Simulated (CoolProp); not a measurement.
Vapour-liquid equilibrium of R22 (1) + dimethyl ether (2) at 311.2 K; x and y are mole fractions of (1).

Computed with CoolProp (multi-fluid Helmholtz-energy mixture model, Kamei 1995 and Wu 2011; pair parameters Bell 2016).

| x | bubble pressure, mixture model (MPa) | bubble pressure, Raoult's law (MPa) | y, mixture model | y, Raoult's law |
|---|---|---|---|---|
| 0.05 | 0.8376 | 0.8763 | 0.043 | 0.083 |
| 0.15 | 0.8259 | 0.9380 | 0.141 | 0.234 |
| 0.25 | 0.8227 | 0.9996 | 0.254 | 0.366 |
| 0.35 | 0.8327 | 1.061 | 0.382 | 0.482 |
| 0.45 | 0.8616 | 1.123 | 0.518 | 0.586 |
| 0.55 | 0.9149 | 1.185 | 0.652 | 0.679 |
| 0.65 | 0.9964 | 1.246 | 0.772 | 0.763 |
| 0.75 | 1.107 | 1.308 | 0.868 | 0.838 |
| 0.85 | 1.241 | 1.369 | 0.938 | 0.907 |
| 0.95 | 1.388 | 1.431 | 0.984 | 0.970 |

The largest gap from Raoult's law is -23.3 % in bubble pressure, at x = 0.45. y crosses x between x = 0.15 and 0.25: the model has an azeotrope there.

The pair parameters rest on a limited set of measurements; away from them the model extrapolates.
